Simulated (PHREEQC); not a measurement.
Make-up at 43 °C: 0.19 mol H2SO4, 0.029 mol Li2SO4 and 0.28 mol MnSO4 per kg of water. Closed to the air; pH follows from the charge balance.

Model: ion-association model, wateq4f.dat, run in PHREEQC.

### Question
The ionic strength comes out as 0.739 mol/kgw. What activity coefficients do Mn+2, Li+, LiSO4-, HSO4-, SO4-2 get?

### Answer
Mn+2 0.21, Li+ 0.68, LiSO4- 0.65, HSO4- 0.63, SO4-2 0.17.

This is a speciation only: nothing precipitates in the calculation. Caution: at this ionic strength the ion-association model is outside its range; a Pitzer model would be the better tool where its parameters exist. Complexes and solids missing from the database can't appear. Away from 25 °C the constants follow the database's enthalpies or fits; those with neither stay at their 25 °C values.
